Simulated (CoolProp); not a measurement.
Vapour-liquid equilibrium of R22 (1) + acetone (2) at 282.3 K; x and y are mole fractions of (1).

Computed with CoolProp (multi-fluid Helmholtz-energy mixture model, Kamei 1995 and Lemmon 2006; pair parameters Bell 2016).

```csv
x,bubble pressure (kPa),y at the bubble point,dew pressure at overall composition x (kPa),liquid density (mol/L)
0.05,42.69,0.663,15.60,13.88
0.15,80.26,0.831,17.41,14.03
0.25,111.2,0.887,19.69,14.18
0.35,145.9,0.923,22.66,14.34
0.45,190.8,0.950,26.66,14.49
0.55,250.4,0.970,32.39,14.63
0.65,327.7,0.984,41.20,14.74
0.75,421.6,0.993,56.47,14.81
0.85,524.6,0.997,88.54,14.78
0.95,622.1,0.999,190.5,14.62
```

No azeotrope shows between x = 0.05 and 0.95.

The pair parameters rest on a limited set of measurements; away from them the model extrapolates.
